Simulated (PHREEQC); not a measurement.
**Copper plating or etch bath**

Consider water at 73 °C with 78 mmol/kgw Cu(NO3)2, 0.069 mmol/kgw HCl and 9.4 mmol/kgw Na2SO4. Closed to the air; pH follows from the charge balance.

All values are PHREEQC results (ion-association model, phreeqc.dat), not measurements.

Each row changes one thing in this solution. This is a speciation only: nothing precipitates in the calculation.

```csv
case,pH,ionic strength (mol/kgw),SO4-2 (mol/kgw),HSO4- (mol/kgw)
as made,3.74,0.241,0.00406,8.19e-5
Na2SO4 from 0.0094 to 0.00188 mol/kgw,3.68,0.235,0.000785,1.82e-5
Cu(NO3)2 replaced by Fe(NO3)3 at the same molality,1.46,0.414,0.000425,0.00134
Cu(NO3)2 left out,4.62,0.0271,0.00882,4.16e-5
diluted 100-fold with water,4.87,0.00257,8.31e-5,3.05e-7
Na2SO4 replaced by K2SO4 at the same molality,3.74,0.241,0.00400,8.09e-5
HCl left out,3.77,0.241,0.00406,7.55e-5
HCl replaced by ZnCl2 at the same molality,3.77,0.241,0.00406,7.55e-5
```

Some of these states are supersaturated (in Hematite (slow to form), Goethite (slow to form), for instance). Away from 25 °C the constants follow the database's enthalpies or fits; those with neither stay at their 25 °C values.
